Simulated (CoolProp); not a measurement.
A closed Brayton cycle with carbon dioxide: compressor inlet 316.15 K and 9.7 MPa, high pressure 31.9 MPa, turbine inlet 685 K, compressor efficiency 0.89, turbine efficiency 0.93, recuperator effectiveness 0.8 (on enthalpy, no pinch check). Each further row changes one setting.

Model: reference Helmholtz-energy equation of state, Span 1996, in CoolProp.

```json
[
 {"case": "as stated", "thermal efficiency (%)": "29.8", "net work (kJ/kg)": "86.9", "compressor to turbine work": "0.31", "compressor exit (K)": "369.9", "turbine exit (K)": "552.9"},
 {"case": "turbine inlet 635 K", "thermal efficiency (%)": "27.7", "net work (kJ/kg)": "74.5", "compressor to turbine work": "0.35", "compressor exit (K)": "369.9", "turbine exit (K)": "508.0"},
 {"case": "compressor inlet 326.15 K", "thermal efficiency (%)": "27.9", "net work (kJ/kg)": "71.5", "compressor to turbine work": "0.44", "compressor exit (K)": "411.6", "turbine exit (K)": "552.9"},
 {"case": "high pressure 27.1 MPa", "thermal efficiency (%)": "28.5", "net work (kJ/kg)": "79.2", "compressor to turbine work": "0.29", "compressor exit (K)": "361.9", "turbine exit (K)": "570.5"},
 {"case": "recuperator effectiveness 0.5", "thermal efficiency (%)": "24.2", "net work (kJ/kg)": "86.9", "compressor to turbine work": "0.31", "compressor exit (K)": "369.9", "turbine exit (K)": "552.9"}
]
```
